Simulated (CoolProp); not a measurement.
Vapour pressure (bar) of R1234ze(E): the reference equation beside estimates from Tc = 109.4 °C, pc = 36.35 bar, ω = 0.313. Clausius-Clapeyron is anchored at -25.15 °C with a constant enthalpy of vaporisation of 22.71 kJ/mol.

Computed with CoolProp (reference Helmholtz-energy equation of state, Thol 2016).

| T (°C) | reference | Lee-Kesler | Clausius-Clapeyron | van der Waals | Redlich-Kwong | Soave-Redlich-Kwong | Peng-Robinson |
|---|---|---|---|---|---|---|---|
| -35.35 | 0.4684 | 0.4600 | 0.4790 | 3.864 | 1.070 | 0.4626 | 0.4707 |
| -32.75 | 0.5339 | 0.5253 | 0.5423 | 4.106 | 1.192 | 0.5278 | 0.5358 |
| -30.25 | 0.6036 | 0.5950 | 0.6096 | 4.347 | 1.318 | 0.5973 | 0.6051 |
| -27.75 | 0.6804 | 0.6718 | 0.6836 | 4.599 | 1.454 | 0.6740 | 0.6814 |
| -25.15 | 0.7682 | 0.7600 | 0.7682 | 4.870 | 1.607 | 0.7618 | 0.7688 |
| -22.65 | 0.8610 | 0.8531 | 0.8575 | 5.141 | 1.764 | 0.8546 | 0.8609 |
| -20.15 | 0.9623 | 0.9551 | 0.9550 | 5.421 | 1.933 | 0.9562 | 0.9616 |
| -17.55 | 1.078 | 1.071 | 1.066 | 5.724 | 2.120 | 1.072 | 1.076 |
| -15.05 | 1.198 | 1.193 | 1.182 | 6.025 | 2.313 | 1.193 | 1.196 |
| -12.55 | 1.329 | 1.325 | 1.308 | 6.336 | 2.518 | 1.325 | 1.326 |
| -9.95 | 1.477 | 1.474 | 1.451 | 6.671 | 2.745 | 1.474 | 1.473 |
| -7.45 | 1.631 | 1.630 | 1.600 | 7.004 | 2.977 | 1.629 | 1.627 |
| -4.95 | 1.798 | 1.798 | 1.761 | 7.348 | 3.223 | 1.797 | 1.792 |
| -2.45 | 1.977 | 1.979 | 1.935 | 7.702 | 3.483 | 1.978 | 1.970 |

Absolute difference from the reference over all 14 rows, mean and median: Lee-Kesler 0.8 and 0.7 %, Clausius-Clapeyron 1.3 and 1.5 %, van der Waals 469.6 and 447.2 %, Redlich-Kwong 100.1 and 98.8 %, Soave-Redlich-Kwong 0.6 and 0.6 %, Peng-Robinson 0.2 and 0.2 %.
